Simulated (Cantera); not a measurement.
Input: 1 mol Si, 3.1 mol HCl, 10 mol H2, held at 0.200 bar.

These are equilibrium values from Cantera (NASA tables, ideal gas, pure condensed phases), not measurements of a reactor. Candidate condensed phases: Si; 19 gas species. The tables' values for SiCl3 are old estimates; treat these amounts as uncertain. Equilibrium is a limit: real reactors are often held back by kinetics, nucleation or transport.

x: gas mole fraction; n: condensed amount in mol.

| T (°C) | x H2 | x HCl | x SiCl2 | x SiCl4 | x SiHCl3 | n Si(s) |
|---|---|---|---|---|---|---|
| 375 | 0.930 | 0.000136 | 1.12e-8 | 0.0449 | 0.0240 | 0.147 |
| 475 | 0.930 | 0.000806 | 6.00e-7 | 0.0454 | 0.0230 | 0.152 |
| 575 | 0.928 | 0.00311 | 1.23e-5 | 0.0454 | 0.0220 | 0.161 |
| 675 | 0.924 | 0.00891 | 0.000131 | 0.0444 | 0.0207 | (withheld) |
| 775 | 0.916 | 0.0205 | 0.000853 | 0.0415 | 0.0190 | (withheld) |
| 875 | 0.901 | 0.0394 | 0.00378 | 0.0354 | 0.0162 | (withheld) |
| 975 | 0.879 | 0.0643 | 0.0118 | 0.0253 | 0.0122 | 0.289 |
| 1075 | 0.855 | 0.0891 | 0.0260 | 0.0134 | 0.00730 | 0.290 |
| 1175 | 0.838 | 0.105 | 0.0408 | 0.00493 | 0.00335 | (withheld) |
| 1275 | 0.830 | 0.112 | 0.0503 | 0.00145 | 0.00131 | (withheld) |

Problem. Some entries are withheld; supply them.

Solution. 
- 675, n Si(s): 0.180
- 775, n Si(s): 0.214
- 875, n Si(s): 0.257
- 1175, n Si(s): 0.265
- 1275, n Si(s): 0.240
